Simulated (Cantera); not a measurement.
Input: 1 mol Fe3O4, 18 mol H2, 0.11 mol H2O, at 7.50 Torr.

Method: chemical equilibrium by Gibbs-energy minimisation in Cantera with the NASA 1993 tables (ideal gas, pure condensed phases). Candidate condensed phases: Fe, FeO, Fe(OH)2, Fe(OH)3, Fe2O3, Fe3O4, H2O; 12 gas species. Mutual solubility and eutectic melting of coexisting phases are not modelled. The tables' stoichiometric FeO is somewhat more stable than real wüstite, so its field is too wide. FeO: taken at fixed stoichiometry. Rates play no part.

Which condensed phases are stable at each of these points (T (K)): 1200, 1300, 1400, 1500, 1600, 1700, 1800, 1900, 2000, 2100, 2200?


| T (K) | condensed phases | Fe condensed (%) |
|---|---|---|
| 1200 | Fe(γ) + FeO(s) | 100.0 |
| 1300 | Fe(γ) | 100.0 |
| 1400 | Fe(γ) | 100.0 |
| 1500 | Fe(γ) | 100.0 |
| 1600 | Fe(γ) | 99.9 |
| 1700 | Fe(δ) | 99.6 |
| 1800 | Fe(δ) | 98.2 |
| 1900 | Fe(l) | 93.1 |
| 2000 | Fe(l) | 76.8 |
| 2100 | Fe(l) | 26.8 |
| 2200 | gas only | 0.0 |

At 1200 K the condensed part is Fe(γ) + FeO(s). From 1300 K to 1600 K the condensed part is Fe(γ). From 1700 K to 1800 K the condensed part is Fe(δ). From 1900 K to 2100 K the condensed part is Fe(l). At 2200 K nothing is condensed.
